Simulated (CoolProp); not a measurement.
Vapour-liquid equilibrium of R134a (1) + R142b (2) at 281.3 K; x and y are mole fractions of (1).

The numbers come from the multi-fluid Helmholtz-energy mixture model, Tillner-Roth 1994 and Lemmon 2006; pair parameters Bell 2016 in CoolProp.

Problem. Give the bubble pressure and the first vapour's composition at x = 0.05, 0.35, 0.725. Is there an azeotrope?

Solution. x = 0.05: 2.072 bar, y = 0.105; x = 0.35: 2.770 bar, y = 0.521; x = 0.725: 3.472 bar, y = 0.819. No azeotrope shows between x = 0.05 and 0.95.

Pair parameters are fitted to limited data, so mixtures are less certain than the pure fluids.
